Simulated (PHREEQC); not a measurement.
Consider water at 20 °C with 1.8 mol H2SO4, 0.11 mol KCl and 0.42 mol KBr per kg of water. Closed to the air; pH follows from the charge balance.

The numbers come from PHREEQC with the Pitzer model, pitzer.dat.

```yaml
pH: -0.64
ionic_strength: 3.04 mol/kgw
activity_of_water: 0.901
density: 1.135 g/cm³
osmotic_coefficient: 1.155
total_alkalinity: -3600 meq/kg
```

| species | molality | activity | log γ |
|---|---|---|---|
| H+ | 2.15 | 4.39 | 0.309 |
| HSO4- | 1.45 | 0.948 | -0.183 |
| K+ | 0.530 | 0.449 | -0.072 |
| Br- | 0.420 | 0.265 | -0.199 |
| SO4-2 | 0.354 | 0.00260 | -2.133 |
| Cl- | 0.110 | 0.0621 | -0.248 |

No solid was allowed to form. In brines, pH and single-ion activities rest on the MacInnes convention.
